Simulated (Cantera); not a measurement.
A closed system holds: 1 mol Al, 0.28 mol NH3, 4.7 mol H2, at 1775 K and 1.00 Torr.

Equilibrium computed with Cantera from the NASA thermochemical tables; the gas is ideal and each condensed phase is pure. Candidate condensed phases: Al, AlN; 13 gas species. Kinetics and transport are ignored.

Base state: H2 0.868, Al 0.122, H 0.00738, AlH 0.00203, N2 0.000776, Al2 2.27e-5 (mole fractions); condensed: AlN(s).

Question: What changes in the equilibrium state with this change: Al replaced by Ni?

Answer: 
| species | before | after |
|---|---|---|
| H2 | 0.868 | 0.959 |
| N2 | 0.000776 | 0.0263 |
| H | 0.00738 | 0.00776 |
| Al | 0.122 | 0 |
| Ni | 0 | 0.00681 |
| AlH | 0.00203 | 0 |
| Al2 | 2.27e-5 | 0 |
| AlN(s), mol | 0.271 | 0 |
| Ni(l), mol | 0 | 0.964 |
Further candidate phases: Ni.
